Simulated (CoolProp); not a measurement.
Vapour-liquid equilibrium of R142b (1) + R113 (2) at 6.31 bar; x and y are mole fractions of (1).

Computed with CoolProp (multi-fluid Helmholtz-energy mixture model, Lemmon 2006 and Marx 1992; pair parameters Bell 2016).

```json
[
 {"x": "0.05", "bubble temperature, mixture model (°C)": "108.6", "bubble temperature, Raoult's law (°C)": "108.9", "y, mixture model": "0.175", "y, Raoult's law": "0.194"},
 {"x": "0.125", "bubble temperature, mixture model (°C)": "98.5", "bubble temperature, Raoult's law (°C)": "99.3", "y, mixture model": "0.376", "y, Raoult's law": "0.405"},
 {"x": "0.2", "bubble temperature, mixture model (°C)": "89.9", "bubble temperature, Raoult's law (°C)": "91.2", "y, mixture model": "0.521", "y, Raoult's law": "0.552"},
 {"x": "0.275", "bubble temperature, mixture model (°C)": "82.8", "bubble temperature, Raoult's law (°C)": "84.3", "y, mixture model": "0.627", "y, Raoult's law": "0.659"},
 {"x": "0.35", "bubble temperature, mixture model (°C)": "76.7", "bubble temperature, Raoult's law (°C)": "78.3", "y, mixture model": "0.707", "y, Raoult's law": "0.739"},
 {"x": "0.425", "bubble temperature, mixture model (°C)": "71.6", "bubble temperature, Raoult's law (°C)": "73.1", "y, mixture model": "0.767", "y, Raoult's law": "0.800"},
 {"x": "0.5", "bubble temperature, mixture model (°C)": "67.2", "bubble temperature, Raoult's law (°C)": "68.5", "y, mixture model": "0.815", "y, Raoult's law": "0.847"},
 {"x": "0.575", "bubble temperature, mixture model (°C)": "63.3", "bubble temperature, Raoult's law (°C)": "64.3", "y, mixture model": "0.854", "y, Raoult's law": "0.885"},
 {"x": "0.65", "bubble temperature, mixture model (°C)": "59.9", "bubble temperature, Raoult's law (°C)": "60.6", "y, mixture model": "0.887", "y, Raoult's law": "0.915"},
 {"x": "0.725", "bubble temperature, mixture model (°C)": "56.8", "bubble temperature, Raoult's law (°C)": "57.2", "y, mixture model": "0.915", "y, Raoult's law": "0.940"},
 {"x": "0.8", "bubble temperature, mixture model (°C)": "53.9", "bubble temperature, Raoult's law (°C)": "54.1", "y, mixture model": "0.941", "y, Raoult's law": "0.960"},
 {"x": "0.875", "bubble temperature, mixture model (°C)": "51.2", "bubble temperature, Raoult's law (°C)": "51.3", "y, mixture model": "0.964", "y, Raoult's law": "0.977"},
 {"x": "0.95", "bubble temperature, mixture model (°C)": "48.6", "bubble temperature, Raoult's law (°C)": "48.6", "y, mixture model": "0.986", "y, Raoult's law": "0.992"}
]
```

The largest gap from Raoult's law is -1.6 K in bubble temperature, at x = 0.35. No azeotrope shows between x = 0.05 and 0.95.

The pair parameters rest on a limited set of measurements; away from them the model extrapolates.
